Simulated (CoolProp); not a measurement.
Computed with CoolProp (reference Helmholtz-energy equation of state, Lemmon 2006). It is a short technical equation, of lower accuracy than the large ones.

For C3F8 (R218), give the phase and the Joule-Thomson coefficient (K/MPa) at 440 K and 8 MPa; 440 K and 10.7 MPa; 440 K and 20 MPa.


- 440 K and 8 MPa: supercritical; Joule-Thomson coefficient 2.80
- 440 K and 10.7 MPa: supercritical; Joule-Thomson coefficient 1.55
- 440 K and 20 MPa: supercritical; Joule-Thomson coefficient 0.258
